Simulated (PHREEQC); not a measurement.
A solution holds 3.8 mmol/kgw NaHCO3 and 180 mmol/kgw NaF, at 5 °C. Closed to the air; pH follows from the charge balance.

Computed with PHREEQC (ion-association model, phreeqc.dat).

```
quantity                   before    after
------------------------  -------  -------
pH                           8.22     3.56
ionic strength (mol/kgw)    0.174    0.177
Na+ (mol/kgw)               0.174    0.177
F- (mol/kgw)                0.171    0.127
NaF (mol/kgw)             0.00909  0.00684
HCO3- (mol/kgw)           0.00348  5.74e-6
```

Question: Name the change that produced these shifts.
(A) temperature from 5 to 10 °C
(B) NaF from 0.18 to 0.36 mol/kgw
(C) 0.04 mol/kgw HBr added
(D) NaHCO3 from 0.0038 to 0.00076 mol/kgw

Answer: C, 0.04 mol/kgw HBr added

This is a speciation only: nothing precipitates in the calculation. Constants without temperature data keep their 25 °C values here.
